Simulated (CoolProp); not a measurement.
A single-stage vapour-compression cycle with R22: evaporating at 263.15 K (dew point), condensing at 316.15 K (bubble point), superheat 0 K, subcooling 0 K, compressor efficiency 0.75, no pressure losses. Each further row changes one setting.

The numbers come from the reference Helmholtz-energy equation of state, Kamei 1995 in CoolProp.

```json
[
 {"case": "as stated", "cooling COP": "2.85", "pressure ratio": "4.65", "discharge temperature (K)": "355.9", "refrigerating effect (kJ/kg)": "148", "volumetric capacity (kJ/m³)": "2260"},
 {"case": "evaporating temperature 268.15 K", "cooling COP": "3.27", "pressure ratio": "3.91", "discharge temperature (K)": "351.0", "refrigerating effect (kJ/kg)": "150", "volumetric capacity (kJ/m³)": "2700"},
 {"case": "condensing temperature 311.15 K", "cooling COP": "3.25", "pressure ratio": "4.12", "discharge temperature (K)": "348.0", "refrigerating effect (kJ/kg)": "154", "volumetric capacity (kJ/m³)": "2360"},
 {"case": "subcooling 5 K", "cooling COP": "2.98", "pressure ratio": "4.65", "discharge temperature (K)": "355.9", "refrigerating effect (kJ/kg)": "154", "volumetric capacity (kJ/m³)": "2360"},
 {"case": "superheat 10 K", "cooling COP": "2.83", "pressure ratio": "4.65", "discharge temperature (K)": "367.2", "refrigerating effect (kJ/kg)": "155", "volumetric capacity (kJ/m³)": "2250"},
 {"case": "compressor efficiency 0.65", "cooling COP": "2.47", "pressure ratio": "4.65", "discharge temperature (K)": "365.2", "refrigerating effect (kJ/kg)": "148", "volumetric capacity (kJ/m³)": "2260"}
]
```
